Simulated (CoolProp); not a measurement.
Computed with CoolProp (reference Helmholtz-energy equation of state, Span 2003). It is a short technical equation, of lower accuracy than the large ones.

Task: For n-heptane, give the phase and the density (kg/m³), cp (kJ/(kg K)), Joule-Thomson coefficient (K/MPa), conductivity (mW/(m K)) at 541.3 K and 0.433 MPa; 594.1 K and 0.433 MPa.

Result: 
- 541.3 K and 0.433 MPa: gas; density 10.2, cp 2.72, Joule-Thomson coefficient 8.44, conductivity 39.6
- 594.1 K and 0.433 MPa: gas; density 9.15, cp 2.88, Joule-Thomson coefficient 6.08, conductivity 46.1

Thermal conductivity comes from a separate model (Assael 2013).
